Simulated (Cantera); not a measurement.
Feed: 1 mol TiO2, 310 mol H2, 3.8 mol H2O, held at 2075 K.

These are equilibrium values from Cantera (NASA tables, ideal gas, pure condensed phases), not measurements of a reactor. Candidate condensed phases: H2O, Ti, TiO, TiO2, Ti2O3, Ti3O5, Ti4O7; 12 gas species. Rates play no part.

### Question
At 7200 Pa, list the 4 most abundant gas species with their mole fractions, and the condensed phases.

### Answer
H2 0.977, H2O 0.0131, H 0.00981, OH 1.50e-5. Condensed: Ti3O5(l).
